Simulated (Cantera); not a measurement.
Hydrogen reduction and annealing atmospheres: FeS2 + H2 + N2

A closed system holds: 1 mol FeS2, 17 mol H2, 1.6 mol N2, equilibrated at 101000 Pa.

Cantera equilibrium calculation (NASA polynomials, part measured and part estimated; ideal gas, pure solids and liquids). Candidate condensed phases: Fe, FeS, FeS2, S; 16 gas species. FeS: taken at fixed stoichiometry. Gases not in the tables: S3 to S7. Kinetics and transport are ignored.

```
T (K)   x H2    x N2   x H2S      x S2      x SH  n FeS(s)  n FeS(l)
-----  -----  ------  ------  --------  --------  --------  --------
950    0.860  0.0859  0.0538   6.71e-8   1.23e-7      1.00         0
1000   0.860  0.0860  0.0538   2.09e-7   3.48e-7      1.00         0
1050   0.860  0.0860  0.0538   5.86e-7   8.92e-7      1.00         0
1100   0.860  0.0860  0.0538   1.50e-6   2.10e-6      1.00         0
1150   0.860  0.0860  0.0538   3.53e-6   4.60e-6      1.00         0
1200   0.860  0.0860  0.0537   7.74e-6   9.42e-6      1.00         0
1250   0.860  0.0860  0.0537   1.60e-5   1.82e-5      1.00         0
1300   0.860  0.0860  0.0537   3.11e-5   3.35e-5      1.00         0
1350   0.860  0.0860  0.0536   5.77e-5   5.89e-5      1.00         0
1400   0.860  0.0860  0.0535  0.000102   9.93e-5      1.00         0
1450   0.860  0.0860  0.0532  0.000173  0.000161      1.00         0
1500   0.861  0.0860  0.0529  0.000283  0.000253         0     1.000
```
x: gas mole fraction; n: condensed amount in mol.

From 950 K to 1450 K the condensed part is FeS(s). At 1500 K the condensed part is FeS(l).
